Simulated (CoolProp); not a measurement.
Methanol at several states: fugacity coefficient from the reference equation and from simpler models built on Tc = 513.4 K, pc = 82.16 bar, ω = 0.565; each cubic takes its own stable root.

The numbers come from the reference Helmholtz-energy equation of state, de Reuck 1993 in CoolProp.

```csv
T (K),p (bar),phase,reference
382.9,0.635,gas,0.9902
491,10.6,gas,0.9507
237.7,0.272,liquid,0.01098
```

How far does each simpler model (van der Waals, Redlich-Kwong, Soave-Redlich-Kwong, Peng-Robinson) lie from the reference over these 3 states: mean and median of the absolute difference, and the worst?


- van der Waals: mean 2985.9 %, median 0.7 %, worst +8956.5 % at 237.7 K and 0.272 bar
- Redlich-Kwong: mean 633.2 %, median 0.4 %, worst +1899.1 % at 237.7 K and 0.272 bar
- Soave-Redlich-Kwong: mean 16.7 %, median 0.3 %, worst -49.7 % at 237.7 K and 0.272 bar
- Peng-Robinson: mean 12.8 %, median 0.8 %, worst -37.3 % at 237.7 K and 0.272 bar

At some of these states van der Waals gives the other phase, because its saturation line lies elsewhere.
